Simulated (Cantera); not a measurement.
A perfectly stirred reactor is fed with CH₄ : H₂ = 1 : 12 (molar parts), at 0.00227 atm; it is held at 1598 K, and followed from long to short residence time.

Detailed kinetics in Cantera: GRI-Mech 3.0 (53 species, 325 reactions). GRI-Mech 3.0 stops at C3 and has no aromatics, soot or wall deposition, so with more carbon than oxygen in the feed, carbon stays in small species such as C2H2 where larger ones or solid carbon would form. Radical loss at walls, strong at low pressure, is not modelled.

Q: What does this change do: temperature 1598 to 1875 K?

A: 
```csv
quantity,before,after
x(CH₄) at τ = 0.410 s,0.0756,0.0351
x(H₂) at τ = 0.410 s,0.923,0.941
x(C₂H₆) at τ = 0.410 s,2.06e-6,2.92e-6
x(C₂H₄) at τ = 0.410 s,0.000110,0.000203
x(C₂H₂) at τ = 0.410 s,0.000312,0.0181
x(CH₄) at τ = 5.10 ms,0.0769,0.0766
x(H₂) at τ = 5.10 ms,0.923,0.923
x(C₂H₆) at τ = 5.10 ms,1.67e-10,8.38e-8
x(C₂H₄) at τ = 5.10 ms,8.19e-10,3.01e-6
x(C₂H₂) at τ = 5.10 ms,6.61e-12,6.27e-7
```

Q: What does this change do: pressure from 0.00227 atm to 0.987 atm?

A: 
```
quantity                  before     after
----------------------  --------  --------
x(CH₄) at τ = 0.410 s     0.0756    0.0545
x(H₂) at τ = 0.410 s       0.923     0.935
x(C₂H₆) at τ = 0.410 s   2.06e-6   9.41e-6
x(C₂H₄) at τ = 0.410 s  0.000110   0.00105
x(C₂H₂) at τ = 0.410 s  0.000312   0.00936
x(CH₄) at τ = 5.10 ms     0.0769    0.0762
x(H₂) at τ = 5.10 ms       0.923     0.923
x(C₂H₆) at τ = 5.10 ms  1.67e-10   1.31e-5
x(C₂H₄) at τ = 5.10 ms  8.19e-10  0.000117
x(C₂H₂) at τ = 5.10 ms  6.61e-12  0.000178
```
